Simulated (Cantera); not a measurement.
A closed system holds: 1 mol H₂S, 0.12 mol H₂, 3.8 mol O₂, equilibrated at 0.0200 bar.

Equilibrium computed with Cantera from the NASA thermochemical tables; the gas is ideal and each condensed phase is pure. Candidate condensed phases: H₂O, H₂SO₄, S; 19 gas species. Rates play no part.

Problem. At 1150 K, list the 4 most abundant gas species with their mole fractions, and the condensed phases.

Solution. O₂ 0.512, H₂O 0.258, SO₂ 0.222, SO₃ 0.00879. Condensed: gas only.
